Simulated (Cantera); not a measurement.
Input: 1 mol Ti, 0.079 mol O₂, 1.3 mol H₂, held at 2.25 Torr.

Cantera equilibrium calculation (NASA polynomials, part measured and part estimated; ideal gas, pure solids and liquids). Candidate condensed phases: H₂O, Ti, TiO, TiO₂, Ti₂O₃, Ti₃O₅, Ti₄O₇; 12 gas species. Mutual solubility and eutectic melting of coexisting phases are not modelled. TiO: taken at fixed stoichiometry. Condensed phases not in the tables: N, O or C dissolved in the metal. The numbers say what is thermodynamically allowed, not how fast it happens. All values below are at 1002 °C.

Base state: H₂ 1.000, H 1.35e-5 (mole fractions); condensed: Ti(β) + TiO(s).

Q: What changes in the equilibrium state with this change: Ti replaced by Cu?

A: 
| species | before | after |
|---|---|---|
| H₂ | 1.000 | 0.878 |
| H₂O | <1e-9 | 0.122 |
| Cu | 0 | 2.89e-5 |
| H | 1.35e-5 | 1.26e-5 |
| Ti(β), mol | 0.842 | 0 |
| TiO(s), mol | 0.158 | 0 |
| Cu(s), mol | 0 | 1.000 |
Further candidate phases: Cu, CuO, Cu(OH)₂, Cu₂O.
